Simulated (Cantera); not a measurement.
SiCl4 + H2 (silicon epitaxy and polysilicon growth)

Input: 1 mol SiCl4, 51 mol H2, held at 66.0 mbar.

These are equilibrium values from Cantera (NASA tables, ideal gas, pure condensed phases), not measurements of a reactor. Candidate condensed phases: Si; 19 gas species. The tables' values for SiCl3 are old estimates; treat these amounts as uncertain. Kinetics and transport are ignored.

```csv
T (K),x H2,x HCl,x SiCl4,x SiCl2,n Si(s)
875,0.975,0.00565,0.0138,1.35e-5,0
925,0.974,0.00712,0.0125,7.15e-5,0
975,0.971,0.0110,0.0116,0.000203,0.0506
1025,0.967,0.0164,0.0104,0.000495,0.118
1075,0.962,0.0230,0.00873,0.00107,0.195
1125,0.956,0.0304,0.00676,0.00205,0.276
1175,0.950,0.0380,0.00466,0.00347,0.350
1225,0.944,0.0446,0.00278,0.00514,0.406
1275,0.940,0.0494,0.00143,0.00672,0.441
1325,0.938,0.0521,0.000664,0.00794,0.456
1375,0.936,0.0534,0.000294,0.00879,0.459
1425,0.936,0.0539,0.000130,0.00939,0.455
1475,0.935,0.0540,5.92e-5,0.00982,0.448
```
x: gas mole fraction; n: condensed amount in mol.

From 875 K to 925 K nothing is condensed. From 975 K to 1475 K the condensed part is Si(s). The main Si-bearing gas is SiCl4 at 875 K and SiCl2 at 1475 K.
